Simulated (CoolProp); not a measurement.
A single-stage vapour-compression cycle with the fluid: evaporating at 326.15 K (dew point), condensing at 349.15 K (bubble point), superheat 10 K, subcooling 0 K, compressor efficiency 0.7, no pressure losses. The same conditions are run with several fluids, on thermodynamics alone (safety and materials aside).

Computed with CoolProp (reference Helmholtz-energy equation of state of each fluid (R21: Platzer 1990; R245fa: Akasaka 2015; propylene: Lemmon 2013; n-pentane: Thol 2019; chloromethane (R40): Thol 2014; R134a: Tillner-Roth 1994)). The equations of Platzer and Polt are older, rougher fits.

```json
[
 {"fluid": "R21", "cooling COP": "9.01", "pressure ratio": "___", "discharge temperature (K)": "374.4", "refrigerating effect (kJ/kg)": "194", "volumetric capacity (kJ/m³)": "3370"},
 {"fluid": "R245fa", "cooling COP": "8.80", "pressure ratio": "1.89", "discharge temperature (K)": "359.2", "refrigerating effect (kJ/kg)": "___", "volumetric capacity (kJ/m³)": "3010"},
 {"fluid": "propylene", "cooling COP": "6.92", "pressure ratio": "1.58", "discharge temperature (K)": "367.0", "refrigerating effect (kJ/kg)": "217", "volumetric capacity (kJ/m³)": "9740"},
 {"fluid": "n-pentane", "cooling COP": "___", "pressure ratio": "___", "discharge temperature (K)": "357.0", "refrigerating effect (kJ/kg)": "304", "volumetric capacity (kJ/m³)": "1460"},
 {"fluid": "chloromethane (R40)", "cooling COP": "8.58", "pressure ratio": "___", "discharge temperature (K)": "___", "refrigerating effect (kJ/kg)": "308", "volumetric capacity (kJ/m³)": "7930"},
 {"fluid": "R134a", "cooling COP": "___", "pressure ratio": "1.70", "discharge temperature (K)": "364.6", "refrigerating effect (kJ/kg)": "122", "volumetric capacity (kJ/m³)": "8100"}
]
```

Question: Some entries are withheld; supply them.

Answer: 
- R21, pressure ratio: 1.81
- R245fa, refrigerating effect (kJ/kg): 151
- n-pentane, cooling COP: 9.04
- n-pentane, pressure ratio: 1.90
- chloromethane (R40), pressure ratio: 1.67
- chloromethane (R40), discharge temperature (K): 382.3
- R134a, cooling COP: 7.66
